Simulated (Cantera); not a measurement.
A Cantera script and its output.

```python
import numpy as np
import cantera as ct

gas = ct.Solution("gri30.yaml")
gas.TPX = 1523, 10000, {'CH4': 1, 'H2O': 0.34, 'H2': 0.47}
reactor = ct.IdealGasConstPressureReactor(gas, energy="off", clone=False)
net = ct.ReactorNet([reactor])
net.rtol, net.atol = 1e-08, 1e-18
show = ['CH4', 'H2O', 'H2', 'O2', 'C2H6', 'H2O2', 'HO2']
times = np.geomspace(0.0001, 50, 14)

steps = ct.SolutionArray(gas, extra=["t"])
rows = []
print(f"{'t/s':>10s}{'T/K':>9s}{'P/Pa':>11s}" + "".join(f"{s:>11s}" for s in show))
for t in times:
    while net.time < t:
        t_next = net.step()
        steps.append(gas.state, t=t_next)
    rows.append([np.interp(t, steps.t, y) for y in (steps.T, steps.P, *steps(*show).X.T)])
    print(f"{t:10.3e}{rows[-1][0]:9.1f}{rows[-1][1]:11.4g}" + "".join(f"{x:11.3e}" for x in rows[-1][2:]))
rate = np.gradient(steps.T, steps.t)
print("integrator steps:", len(steps.t))
if steps.T.max() > steps.T[0] + 200:
    print(f"time of steepest temperature rise: {steps.t[rate.argmax()]:.4e} s")
gas.TPX = 1523, 10000, {'CH4': 1, 'H2O': 0.34, 'H2': 0.47}
gas.equilibrate("TP")
print(f"equilibrium (TP): T = {gas.T:.1f} K  " + "  ".join(f"{s} {gas[s].X[0]:.3e}" for s in show))
```

Result:

```
       t/s      T/K       P/Pa        CH4        H2O         H2         O2       C2H6       H2O2        HO2
 1.000e-04   1523.0      1e+04  5.525e-01  1.878e-01  2.597e-01  2.231e-20  6.469e-09  7.632e-18  5.413e-20
 2.744e-04   1523.0      1e+04  5.524e-01  1.878e-01  2.597e-01  1.115e-18  1.316e-07  5.899e-17  7.679e-19
 7.529e-04   1523.0      1e+04  5.523e-01  1.878e-01  2.597e-01  5.485e-17  2.456e-06  4.220e-16  7.678e-18
 2.066e-03   1523.0      1e+04  5.520e-01  1.878e-01  2.598e-01  1.998e-15  3.322e-05  2.195e-15  4.064e-17
 5.669e-03   1523.0      1e+04  5.510e-01  1.878e-01  2.604e-01  3.352e-14  1.920e-04  6.219e-15  1.086e-16
 1.556e-02   1523.0      1e+04  5.468e-01  1.875e-01  2.632e-01  2.834e-13  4.308e-04  1.126e-14  1.962e-16
 4.269e-02   1523.0      1e+04  5.324e-01  1.860e-01  2.739e-01  1.097e-12  4.658e-04  1.233e-14  2.426e-16
 1.171e-01   1523.0      1e+04  4.938e-01  1.814e-01  3.045e-01  2.000e-12  3.926e-04  1.165e-14  2.726e-16
 3.214e-01   1523.0      1e+04  4.120e-01  1.711e-01  3.705e-01  1.642e-12  2.660e-04  1.044e-14  2.595e-16
 8.819e-01   1523.0      1e+04  2.839e-01  1.544e-01  4.741e-01  8.489e-13  1.283e-04  9.175e-15  2.405e-16
 2.420e+00   1523.0      1e+04  1.477e-01  1.338e-01  5.861e-01  4.942e-13  3.978e-05  8.623e-15  2.698e-16
 6.641e+00   1523.0      1e+04  5.989e-02  1.095e-01  6.662e-01  3.598e-13  8.577e-06  8.084e-15  3.160e-16
 1.822e+01   1523.0      1e+04  3.069e-02  7.430e-02  7.124e-01  1.913e-13  2.870e-06  4.342e-15  1.928e-16
 5.000e+01   1523.0      1e+04  2.144e-02  3.250e-02  7.487e-01  3.983e-14  1.622e-06  8.269e-16  3.913e-17
integrator steps: 1184
equilibrium (TP): T = 1523.0 K  CH4 1.419e-02  H2O 1.189e-07  H2 7.768e-01  O2 1.558e-24  C2H6 9.612e-07  H2O2 1.113e-26  HO2 6.289e-28
```

Detailed kinetics in Cantera: GRI-Mech 3.0 (53 species, 325 reactions). GRI-Mech 3.0 stops at C3 and has no aromatics, soot or wall deposition, so with more carbon than oxygen in the feed, carbon stays in small species such as C2H2 where larger ones or solid carbon would form.
